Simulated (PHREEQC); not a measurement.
Alkaline etch or developer

Consider water at 20 °C with 0.1 mol/kgw TMAH, 2e-06 mol/kgw H4SiO4 and 0.00041 mol/kgw K2CO3. Closed to the air; pH follows from the charge balance.

The numbers come from PHREEQC with the ion-association model, phreeqc.dat.

No solid was allowed to form.

Estimate the pH.

pH 13.05.

In which forms is Si present?

H2SiO4-2 52 %, H3SiO4- 48 % of the Si.

Complexes and solids missing from the database can't appear. (CH3)4N+ isn't in the database: it is added as a free cation with an ion size of 4 Å.
